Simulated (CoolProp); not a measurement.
Saturation properties of R143a.

Model: reference Helmholtz-energy equation of state, Lemmon and Jacobsen 2000, in CoolProp.

| T (K) | p (MPa) | liquid density (kg/m³) | enthalpy of vaporisation (kJ/kg) | liquid cp (kJ/(kg K)) | vapour viscosity (µPa s) |
|---|---|---|---|---|---|
| 250.4 | 0.2847 | 1097 | 208.2 | 1.400 | 9.35 |
| 256.4 | 0.3547 | 1078 | 203.2 | 1.422 | 9.57 |
| 262.5 | 0.4385 | 1059 | 197.9 | 1.446 | 9.80 |
| 268.5 | 0.5347 | 1040 | 192.3 | 1.473 | 10.0 |
| 274.6 | 0.6481 | 1019 | 186.4 | 1.503 | 10.3 |
| 280.6 | 0.7764 | 998.3 | 180.1 | 1.536 | 10.6 |
| 286.7 | 0.9254 | 975.9 | 173.4 | 1.575 | 10.9 |
| 292.7 | 1.092 | 952.6 | 166.3 | 1.620 | 11.2 |
| 298.8 | 1.283 | 927.5 | 158.5 | 1.675 | 11.6 |
| 304.8 | 1.495 | 901.0 | 150.2 | 1.742 | 12.1 |

It boils at 225.9 K under 1 atm.

Viscosity comes from a separate model (Klein 1997), an estimate that may be off by 10 % or more.
